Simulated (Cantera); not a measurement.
An adiabatic, constant-volume homogeneous reactor starts with CO : H2 : O2 : N2 = 1 : 0.62 : 1.08 : 4.06 (molar parts), equivalence ratio 0.75, at 1400 K and 27.0 bar. Integrator tolerance rtol = 1e-08.

Detailed kinetics in Cantera: GRI-Mech 3.0 (53 species, 325 reactions). The hydrogen kinetics of GRI-Mech 3.0 are dated; newer H2 mechanisms differ, most at raised pressure. The pressure lies above the range GRI-Mech 3.0 was tuned for (to about 10 atm). Above 3000 K some thermodynamic fits are extrapolated.

**Question.** What does this change do: H2 0.62 to 0.48 parts?

**Answer.** 
```tsv
quantity	before	after
time of steepest temperature rise	2.55 µs	2.81 µs
temperature at 0.200 s	3057 K	3004 K
equilibrium temperature	3057 K	3004 K
x(CO) at 0.200 s	0.0339 (gas-phase equilibrium 0.0339)	0.0276 (gas-phase equilibrium 0.0276)
x(H2) at 0.200 s	0.00314 (gas-phase equilibrium 0.00314)	0.00192 (gas-phase equilibrium 0.00192)
x(O2) at 0.200 s	0.0464 (gas-phase equilibrium 0.0464)	0.0553 (gas-phase equilibrium 0.0553)
x(N2O) at 0.200 s	8.29e-6 (gas-phase equilibrium 8.29e-6)	8.55e-6 (gas-phase equilibrium 8.55e-6)
x(OH) at 0.200 s	0.0145 (gas-phase equilibrium 0.0145)	0.0121 (gas-phase equilibrium 0.0121)
```
